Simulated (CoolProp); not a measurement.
Fluoroethane (R161) at several states: Z from the reference equation and from simpler models built on Tc = 102.1 °C, pc = 5010 kPa, ω = 0.216; each cubic takes its own stable root.

Computed with CoolProp (reference Helmholtz-energy equation of state, Wu 2012).

```json
[
 {"T (°C)": "-62.65", "p (kPa)": "389", "phase": "liquid", "reference": "0.01253", "Redlich-Kwong": "0.01480", "Peng-Robinson": "0.01286"},
 {"T (°C)": "117.85", "p (kPa)": "34.3", "phase": "gas", "reference": "0.9979", "Redlich-Kwong": "0.9979", "Peng-Robinson": "0.9977"},
 {"T (°C)": "-31.15", "p (kPa)": "3210", "phase": "liquid", "reference": "0.09438", "Redlich-Kwong": "0.1127", "Peng-Robinson": "0.09721"},
 {"T (°C)": "20.85", "p (kPa)": "5000", "phase": "liquid", "reference": "0.1344", "Redlich-Kwong": "0.1651", "Peng-Robinson": "0.1412"},
 {"T (°C)": "57.05", "p (kPa)": "33.1", "phase": "gas", "reference": "0.9964", "Redlich-Kwong": "0.9968", "Peng-Robinson": "0.9963"},
 {"T (°C)": "132.85", "p (kPa)": "38.7", "phase": "gas", "reference": "0.9979", "Redlich-Kwong": "0.9979", "Peng-Robinson": "0.9977"}
]
```
